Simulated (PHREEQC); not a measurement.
A column of 0.2 m (30 cells, dispersivity 0.007 m, 3600 s a shift, diffusion coefficient 3e-10 m²/s) holds 0.048 eq of the database's cation exchanger X per kg of pore water, first in equilibrium with 0.0016 mol/kgw NaCl, 0.0032 mol/kgw BaCl2, 0.00092 mol/kgw LiCl and 1e-05 mol/kgw HCl. It is flushed with 0.08 mol/kgw LiCl, 0.00033 mol/kgw CdCl2 and 1e-05 mol/kgw HCl, at 15 °C. Values are for the last cell. The system is closed to CO2. No solid was allowed to form.

Equilibrium calculation in PHREEQC: ion-association model, phreeqc.dat.

Q: Predict Cd in solution (mol/kgw), Na in solution (mol/kgw), Li in solution (mol/kgw) at pore volumes = 1.083, 2.417.

A: 
```csv
pore volumes,Cd in solution (mol/kgw),Na in solution (mol/kgw),Li in solution (mol/kgw)
1.083,2.64e-5,0.00111,0.0361
2.417,0.000125,8.03e-6,0.0743
```
